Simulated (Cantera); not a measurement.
What does this Cantera script print?

```python
import numpy as np
import cantera as ct

gas = ct.Solution("gri30.yaml")
gas.TPX = 1375, 14000, {'H2': 0.87, 'O2': 1, 'N2': 0.67}
inlet = ct.Reservoir(gas, clone=True)

reactor = ct.IdealGasConstPressureReactor(gas, energy="off", clone=False)
exhaust = ct.Reservoir(gas, clone=True)
tau = [1.1, 0.36, 0.12, 0.04, 0.013, 0.0043, 0.0014][0]
for a, b in ((inlet, reactor), (reactor, exhaust)):
    ct.MassFlowController(a, b, mdot=lambda t: reactor.mass / tau)
net = ct.ReactorNet([reactor])
show = ['H2', 'O2', 'NO', 'NO2', 'HO2']

rows = []
print(f"{'tau/s':>10s}{'T/K':>9s}" + "".join(f"{s:>11s}" for s in show))
for tau in [1.1, 0.36, 0.12, 0.04, 0.013, 0.0043, 0.0014]:
    net.initial_time = 0.0
    net.advance(30 * tau)
    before = gas.X
    net.advance(40 * tau)
    drift = np.max(np.abs(gas.X - before) / (gas.X + 1e-9))
    rows.append([gas.T, *gas[show].X, drift])
    print(f"{tau:10.3e}{gas.T:9.1f}" + "".join(f"{x:11.3e}" for x in gas[show].X))
```

Result:

```
     tau/s      T/K         H2         O2         NO        NO2        HO2
 1.100e+00   1375.0  2.090e-04  2.680e-01  5.715e-07  1.869e-09  4.354e-06
 3.600e-01   1375.0  4.397e-04  2.678e-01  4.421e-07  1.108e-09  8.174e-06
 1.200e-01   1375.0  9.096e-04  2.675e-01  4.026e-07  6.881e-10  1.425e-05
 4.000e-02   1375.0  1.865e-03  2.670e-01  5.011e-07  5.263e-10  2.268e-05
 1.300e-02   1375.0  3.837e-03  2.662e-01  8.303e-07  4.869e-10  3.254e-05
 4.300e-03   1375.0  7.646e-03  2.648e-01  1.523e-06  4.824e-10  4.118e-05
 1.400e-03   1375.0  1.486e-02  2.626e-01  2.730e-06  4.684e-10  4.651e-05
```

Cantera simulation using GRI-Mech 3.0 (53 species, 325 reactions); the numbers are that mechanism's predictions, not measurements. The temperature is held fixed by assumption; the heat of reaction is taken as removed at once.
